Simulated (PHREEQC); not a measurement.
**Brackish or sea water (model solution)**

Synthetic water in mg/L, 45 °C, pH 6.51, pe 2.2:

```csv
constituent,mg/L
Na,4490
K,1080
Ca,755
Mg,1350
Cl,12700
S(6) as SO4,1050
Alkalinity as HCO3,25.2
B,1.19
```

Valence states are taken as typed.

Computed with PHREEQC (ion-association model, phreeqc.dat).

Precipitation was switched off in this run.

Problem. Estimate the activity of water, specific conductance.

Solution. activity of water 0.989; specific conductance 49000 µS/cm.

Problem. In which forms is Ca present?

Solution. Ca+2 96 %, CaSO4 4.1 % of the Ca.

Species that the database lacks are ignored. At this temperature some constants are extrapolated from 25 °C, and those without enthalpy data are left unchanged.
